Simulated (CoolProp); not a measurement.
Vapour-liquid equilibrium of n-octane (1) + o-xylene (2) at 362.2 K; x and y are mole fractions of (1).

Computed with CoolProp (multi-fluid Helmholtz-energy mixture model, Beckmüller 2019 and Zhou 2012; pair parameters Bell 2016).

```
x     bubble pressure, mixture model (MPa)  bubble pressure, Raoult's law (MPa)  y, mixture model  y, Raoult's law
----  ------------------------------------  -----------------------------------  ----------------  ---------------
0.05                               0.01880                              0.01863             0.094            0.087
0.2                                0.02130                              0.02080             0.322            0.311
0.35                               0.02361                              0.02297             0.498            0.493
0.5                                0.02576                              0.02514             0.640            0.644
0.65                               0.02782                              0.02731             0.762            0.770
0.8                                0.02980                              0.02948             0.870            0.878
0.95                               0.03174                              0.03165             0.969            0.972
```

The largest gap from Raoult's law is +2.8 % in bubble pressure, at x = 0.35. No azeotrope shows between x = 0.05 and 0.95.

The pair parameters rest on a limited set of measurements; away from them the model extrapolates.
